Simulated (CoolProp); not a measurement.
Aqueous ammonia as a coolant, at 9 °C, 1 atm.

Model: Melinder's fits for secondary coolants, in CoolProp.

```
mass %  freezing point (°C)  Prandtl number  cp (kJ/(kg K))  viscosity (mPa s)  density (kg/m³)
------  -------------------  --------------  --------------  -----------------  ---------------
5.6                    -6.9            11.4           4.199               1.46            976.9
8.4                   -11.0            12.0           4.203               1.49            966.4
11.2                  -15.7            12.9           4.207               1.54            956.4
13.9                  -20.9            13.8           4.211               1.60            947.3
16.7                  -27.3            14.8           4.215               1.67            938.2
19.5                  -34.9            15.7           4.220               1.71            929.5
22.2                  -43.9            16.2           4.226               1.73            921.3
25                    -55.5            16.4           4.232               1.71            913.0
```
